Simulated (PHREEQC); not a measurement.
Consider water at 20 °C with 7.5 mmol/kgw HBF4. Closed to the air; pH follows from the charge balance.

Computed with PHREEQC (ion-association model, phreeqc.dat).

Precipitation was switched off in this run.

Problem. Estimate the pH, ionic strength.

Solution. pH 2.19; ionic strength 0.00692 mol/kgw.

Problem. In which forms is B present?

Solution. BF4- 77 %, H3BO3 16 %, BF3OH- 5.5 %, BF2(OH)2- 1.3 % of the B.

Real BF4- forms and hydrolyses slowly; the run takes it at equilibrium.
